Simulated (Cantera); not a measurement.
Cantera run:

```python
import numpy as np
import cantera as ct

gas_names = """
    C CN CO COS CO2 CS CS2 C2 CCN CNC C2N2 C2O C3 C3O2 C4 C4N2 C5 Mg MgN MgO MgS Mg2 N NCO NO NO2 NO3 N2
    N2O O O2 O3 S SN SO SO2 SO3 S2 S2O S8
""".split()
cond_names = """
    C(gr) Mg(cr) Mg(L) MgCO3(s) MgO(s) MgO(L) MgS(s) MgSO4(s) MgSO4(L) S(cr1) S(cr2) S(L)
""".split()


# ... load() reads the species with a 1 bar reference pressure and builds the phases ...
atoms = {
    'MgCO3': {'Mg': 1, 'C': 1, 'O': 3},
    'SO2': {'S': 1, 'O': 2},
    'N2': {'N': 2},
    'O2': {'O': 2},
}
top_T = {'C(gr)': 4500, 'MgS(s)': 2250}  # K; cautious upper limits of use, not melting points


# ... equilibrate(T, P, feed) seeds the gas with the atoms and calls Mixture.equilibrate('TP', solver="vcs", rtol=1e-11, max_steps=5000) ...
results = []
feed = {'MgCO3': 1, 'SO2': 0.064, 'N2': 0.56, 'O2': 0.95}  # mol
P = 33000  # Pa
for T in [1198, 1248, 1298, 1348, 1398, 1448, 1498, 1548, 1598]:
    mix = equilibrate(T, P, feed)
    results.append((T, P, feed, dict(zip(mix.species_names, mix.species_moles))))

top = {s: max(r[3][s] / sum(r[3][g] for g in gas_names) for r in results) for s in gas_names}
cols = sorted((s for s in top if top[s] > 0.0001), key=lambda s: -top[s])[:8]
seen = [c for c in cond_names if any(r[3].get(c, 0) > 1e-12 for r in results)]
print("log10 of partial pressures in bar; condensed amounts in mol")
print(f"{'T/K':>10s}" + "".join(f"{s[:9]:>10s}" for s in cols + seen))
for T, P, feed, n in results:
    ng = sum(n[g] for g in gas_names)
    print(f"{T:10.4g}" + "".join(f"{np.log10(max(n[s] / ng * P / 1e5, 1e-99)):10.3f}" for s in cols)
          + "".join(f"{n.get(c, 0):10.4g}" for c in seen))
```

Result:

```
log10 of partial pressures in bar; condensed amounts in mol
       T/K       CO2        O2        N2       SO2       SO3        NO    MgO(s)
      1198    -0.892    -0.915    -1.144    -2.123    -3.164    -4.354         1
      1248    -0.892    -0.915    -1.144    -2.112    -3.321    -4.194         1
      1298    -0.892    -0.915    -1.144    -2.104    -3.469    -4.047         1
      1348    -0.892    -0.915    -1.144    -2.099    -3.608    -3.910         1
      1398    -0.892    -0.915    -1.144    -2.096    -3.737    -3.784         1
      1448    -0.892    -0.915    -1.144    -2.093    -3.859    -3.666         1
      1498    -0.892    -0.915    -1.145    -2.092    -3.972    -3.556         1
      1548    -0.892    -0.915    -1.145    -2.090    -4.078    -3.453         1
      1598    -0.892    -0.915    -1.145    -2.089    -4.178    -3.357         1
```

Cantera equilibrium calculation (NASA polynomials, part measured and part estimated; ideal gas, pure solids and liquids).
